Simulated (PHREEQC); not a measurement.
Dissolve 0.037 mol CuCl2, 0.00062 mol HCl and 4e-05 mol KCl per kg of water at 25 °C. Closed to the air; pH follows from the charge balance.

The numbers come from PHREEQC with the ion-association model, wateq4f.dat.

```tsv
quantity	before	after
pH	3.29	7.66
ionic strength (mol/kgw)	0.106	0.0883
Cl- (mol/kgw)	0.0720	0.0746
Cu+2 (mol/kgw)	0.0343	0.000572
CuCl2 (mol/kgw)	5.70e-5	1.12e-6
SI of Atacamite (Cu2(OH)3Cl)	-2.47	+7.14
SI of Tenorite (CuO)	-2.91	+4.07
```

Q: What was changed between the two runs?
(A) HCl left out
(B) HCl replaced by FeCl2 at the same molality
(C) 0.047 mol/kgw CsOH added
(D) CuCl2 from 0.037 to 0.0037 mol/kgw

A: C, 0.047 mol/kgw CsOH added

Precipitation was switched off in this run. Some of these states are supersaturated (in Atacamite, Cu(OH)2, for instance). The database's constant for dissolved Cu(OH)2 is higher than later reviews accept.
